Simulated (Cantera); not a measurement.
Mixture: CH₄ : H₂ : O₂ : N₂ : H₂O = 1 : 0.74 : 2.37 : 16.4 : 0.6 (molar parts), at 2.30 bar, adiabatic and at constant pressure. Ignition delay is the time to a rise of 400 K.

Cantera simulation using GRI-Mech 3.0 (53 species, 325 reactions); the numbers are that mechanism's predictions, not measurements.

### Question
Predict: delay at 1250 K; delay at 1400 K; delay at 1550 K; delay at 1700 K; delay at 1850 K; apparent activation energy between 1775 and 1925 K.

### Answer
```
Quantity                                                Result
--------------------------------------------------  ----------
delay at 1250 K                                       0.927 ms
delay at 1400 K                                       0.302 ms
delay at 1550 K                                       0.114 ms
delay at 1700 K                                        50.3 µs
delay at 1850 K                                        25.2 µs
apparent activation energy between 1775 and 1925 K  120 kJ/mol
```
